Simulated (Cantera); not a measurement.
Cantera run, input and output.

```python
import numpy as np
import cantera as ct

gas = ct.Solution("gri30.yaml")
gas.TPX = 1700, 73000, {'H2': 1, 'O2': 0.385, 'N2': 3.58}
reactor = ct.IdealGasConstPressureReactor(gas, energy="on", clone=False)
net = ct.ReactorNet([reactor])
net.rtol, net.atol = 1e-08, 1e-16
show = ['H2', 'O2', 'N2O', 'H2O', 'H2O2', 'NO']
times = np.geomspace(5e-06, 0.1, 14)

steps = ct.SolutionArray(gas, extra=["t"])
rows = []
print(f"{'t/s':>10s}{'T/K':>9s}{'P/Pa':>11s}" + "".join(f"{s:>11s}" for s in show))
for t in times:
    while net.time < t:
        t_next = net.step()
        steps.append(gas.state, t=t_next)
    rows.append([np.interp(t, steps.t, y) for y in (steps.T, steps.P, *steps(*show).X.T)])
    print(f"{t:10.3e}{rows[-1][0]:9.1f}{rows[-1][1]:11.4g}" + "".join(f"{x:11.3e}" for x in rows[-1][2:]))
rate = np.gradient(steps.T, steps.t)
print("integrator steps:", len(steps.t))
if steps.T.max() > steps.T[0] + 200:
    print(f"time of steepest temperature rise: {steps.t[rate.argmax()]:.4e} s")
gas.TPX = 1700, 73000, {'H2': 1, 'O2': 0.385, 'N2': 3.58}
gas.equilibrate("HP")
print(f"equilibrium (HP): T = {gas.T:.1f} K  " + "  ".join(f"{s} {gas[s].X[0]:.3e}" for s in show))
```

Result:

```
       t/s      T/K       P/Pa         H2         O2        N2O        H2O       H2O2         NO
 5.000e-06   1700.0    7.3e+04  2.014e-01  7.753e-02  1.751e-11  2.080e-05  6.542e-08  3.908e-13
 1.071e-05   1700.7    7.3e+04  1.996e-01  7.679e-02  2.681e-10  1.222e-03  1.834e-07  6.159e-11
 2.294e-05   1797.9    7.3e+04  5.240e-02  1.370e-02  2.640e-08  1.033e-01  4.162e-07  3.482e-06
 4.915e-05   1944.5    7.3e+04  5.331e-02  1.095e-02  2.765e-08  1.107e-01  2.438e-07  2.269e-05
 1.053e-04   2121.3    7.3e+04  5.508e-02  8.535e-03  2.793e-08  1.195e-01  1.319e-07  5.397e-05
 2.255e-04   2305.5    7.3e+04  5.533e-02  5.936e-03  3.149e-08  1.303e-01  7.680e-08  1.102e-04
 4.831e-04   2468.0    7.3e+04  5.418e-02  3.547e-03  4.544e-08  1.416e-01  5.497e-08  2.368e-04
 1.035e-03   2577.0    7.3e+04  5.283e-02  1.927e-03  6.897e-08  1.502e-01  4.730e-08  4.928e-04
 2.217e-03   2616.1    7.3e+04  5.246e-02  1.332e-03  8.344e-08  1.534e-01  4.287e-08  8.958e-04
 4.749e-03   2617.7    7.3e+04  5.279e-02  1.229e-03  8.949e-08  1.535e-01  4.126e-08  1.454e-03
 1.017e-02   2615.5    7.3e+04  5.312e-02  1.189e-03  9.544e-08  1.532e-01  4.032e-08  1.936e-03
 2.179e-02   2614.9    7.3e+04  5.322e-02  1.178e-03  9.739e-08  1.531e-01  4.007e-08  2.068e-03
 4.668e-02   2614.9    7.3e+04  5.322e-02  1.177e-03  9.746e-08  1.531e-01  4.006e-08  2.072e-03
 1.000e-01   2614.9    7.3e+04  5.322e-02  1.177e-03  9.746e-08  1.531e-01  4.006e-08  2.072e-03
integrator steps: 1128
time of steepest temperature rise: 1.7705e-05 s
equilibrium (HP): T = 2614.9 K  H2 5.322e-02  O2 1.177e-03  N2O 9.746e-08  H2O 1.531e-01  H2O2 4.006e-08  NO 2.072e-03
```

Computed with Cantera and GRI-Mech 3.0 (53 species, 325 reactions).
